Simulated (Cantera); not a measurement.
Premixed flame

A freely propagating, adiabatic, planar premixed flame of CH4 : O2 : N2 : H2O : H2 = 1 : 2.56 : 9.64 : 0.35 : 0.48 (molar parts), equivalence ratio 0.88, unburnt at 700 K and 5.50 bar; mixture-averaged transport, grid criteria slope 0.08 and curve 0.16, no radiation.

Detailed kinetics in Cantera: GRI-Mech 3.0 (53 species, 325 reactions). Burning velocities carry a grid error of a few per cent, more on coarse grids.

| z (mm) | T (K) | u (m/s) | x CH4 | x O2 | x H2O | x H | x NO | x C2H4 |
|---|---|---|---|---|---|---|---|---|
| -0.251 | 701 | 1.04 | 0.0713 | 0.183 | 0.0251 | <1e-8 | <1e-8 | 3.75e-8 |
| -0.167 | 705 | 1.04 | 0.0712 | 0.183 | 0.0260 | <1e-8 | <1e-8 | 6.13e-7 |
| -0.126 | 717 | 1.06 | 0.0705 | 0.182 | 0.0281 | <1e-8 | 2.94e-8 | 2.94e-6 |
| -0.0837 | 781 | 1.15 | 0.0670 | 0.178 | 0.0377 | 9.24e-8 | 1.92e-7 | 2.16e-5 |
| -0.0418 | 1117 | 1.66 | 0.0478 | 0.149 | 0.0797 | 2.79e-5 | 2.00e-6 | 0.000197 |
| -0.0209 | 1487 | 2.22 | 0.0263 | 0.113 | 0.121 | 0.000290 | 5.08e-6 | 0.000395 |
| 0 | 1855 | 2.78 | 0.00595 | 0.0704 | 0.162 | 0.00158 | 1.04e-5 | 0.000210 |
| 0.0209 | 2029 | 3.03 | 0.000366 | 0.0460 | 0.180 | 0.00272 | 1.71e-5 | 8.73e-6 |
| 0.0418 | 2106 | 3.13 | 1.21e-5 | 0.0375 | 0.185 | 0.00261 | 2.25e-5 | 1.04e-7 |
| 0.0837 | 2193 | 3.24 | 2.50e-8 | 0.0320 | 0.189 | 0.00178 | 3.01e-5 | <1e-8 |
| 0.167 | 2274 | 3.35 | <1e-8 | 0.0284 | 0.194 | 0.000874 | 4.11e-5 | <1e-8 |
| 0.335 | 2326 | 3.41 | <1e-8 | 0.0262 | 0.198 | 0.000385 | 5.69e-5 | <1e-8 |
| 0.669 | 2347 | 3.44 | <1e-8 | 0.0253 | 0.199 | 0.000237 | 8.06e-5 | <1e-8 |
x: mole fraction of selected species; z is measured from the peak of heat release.

```yaml
laminar_burning_velocity: 104 cm/s
thermal_thickness: 0.0837 mm
peak x(H): 0.00277
peak x(C2H4): 0.000410
grid_points: 134
```
